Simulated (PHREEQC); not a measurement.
# Spent oxide etchant: an equilibrium model

Dissolve 0.21 mol NH4HF2, 0.00014 mol (NH4)2SiF6 and 0.00018 mol HCl per kg of water at 20 °C. Closed to the air; pH follows from the charge balance.

The numbers come from PHREEQC with the ion-association model, wateq4f.dat.

Each row changes one thing in this solution. Precipitation was switched off in this run.

| case | pH | ionic strength (mol/kgw) | F- (mol/kgw) | HF (mol/kgw) | HF2- (mol/kgw) | H2F2 (mol/kgw) | SI of Quartz (SiO2) |
|---|---|---|---|---|---|---|---|
| as made | 3.18 | 0.211 | 0.154 | 0.0945 | 0.0563 | 0.0292 | -12.23 |
| NH4HF2 from 0.21 to 0.105 mol/kgw | 3.16 | 0.106 | 0.0859 | 0.0609 | 0.0197 | 0.0118 | -10.88 |
| 0.071 mol/kgw NaOH added | 3.51 | 0.278 | 0.224 | 0.0608 | 0.0534 | 0.0123 | -11.83 |
| temperature from 20 to 90 °C | 3.57 | 0.211 | 0.135 | 0.128 | 0.0751 | 0.00334 | -8.78 |
| 0.17 mol/kgw H3BO3 added | 5.28 | 0.210 | 0.0883 | 0.000423 | 0.000144 | 5.86e-7 | -2.35 |

Complexes and solids missing from the database can't appear. wateq4f.dat counts part of the HF as a dimer, H2F2, which phreeqc.dat doesn't know; its constant is uncertain. At this temperature some constants are extrapolated from 25 °C, and those without enthalpy data are left unchanged. SiF6-2 is the database's only silicon fluoride.
